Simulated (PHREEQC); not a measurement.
Make-up at 20 °C: 66 mmol/kgw H3PO4 and 2.2 mmol/kgw Na2CO3. Closed to the air; pH follows from the charge balance.

Model: ion-association model, wateq4f.dat, run in PHREEQC.

Each row changes one thing in this solution. Precipitation was switched off in this run.

```json
[
 {"case": "as made", "pH": "1.79", "ionic strength (mol/kgw)": "0.0225", "H3PO4 (mol/kgw)": "0.0435", "H2PO4- (mol/kgw)": "0.0225", "HPO4-2 (mol/kgw)": "1.29e-7", "HCO3- (mol/kgw)": "6.55e-8", "SI of Nahcolite (NaHCO3)": "-9.07", "SI of Natron (Na2CO3:10H2O)": "-19.16"},
 {"case": "H3PO4 from 0.066 to 0.66 mol/kgw", "pH": "1.19", "ionic strength (mol/kgw)": "0.0819", "H3PO4 (mol/kgw)": "0.578", "H2PO4- (mol/kgw)": "0.0819", "HPO4-2 (mol/kgw)": "1.52e-7", "HCO3- (mol/kgw)": "1.77e-8", "SI of Nahcolite (NaHCO3)": "-9.71", "SI of Natron (Na2CO3:10H2O)": "-20.49"},
 {"case": "diluted 100-fold with water", "pH": "3.26", "ionic strength (mol/kgw)": "0.000614", "H3PO4 (mol/kgw)": "4.59e-5", "H2PO4- (mol/kgw)": "0.000614", "HPO4-2 (mol/kgw)": "7.25e-8", "HCO3- (mol/kgw)": "1.69e-8", "SI of Nahcolite (NaHCO3)": "-11.56", "SI of Natron (Na2CO3:10H2O)": "-22.13"},
 {"case": "H3PO4 from 0.066 to 0.0132 mol/kgw", "pH": "2.40", "ionic strength (mol/kgw)": "0.00877", "H3PO4 (mol/kgw)": "0.00443", "H2PO4- (mol/kgw)": "0.00877", "HPO4-2 (mol/kgw)": "1.75e-7", "HCO3- (mol/kgw)": "2.50e-7", "SI of Nahcolite (NaHCO3)": "-8.45", "SI of Natron (Na2CO3:10H2O)": "-17.91"},
 {"case": "temperature from 20 to 25 °C", "pH": "1.81", "ionic strength (mol/kgw)": "0.0220", "H3PO4 (mol/kgw)": "0.0440", "H2PO4- (mol/kgw)": "0.0220", "HPO4-2 (mol/kgw)": "1.34e-7", "HCO3- (mol/kgw)": "7.21e-8", "SI of Nahcolite (NaHCO3)": "-9.07", "SI of Natron (Na2CO3:10H2O)": "-19.26"}
]
```

Complexes and solids missing from the database can't appear. H3PO4, which wateq4f.dat lacks, is added to it with the constant of phreeqc.dat.
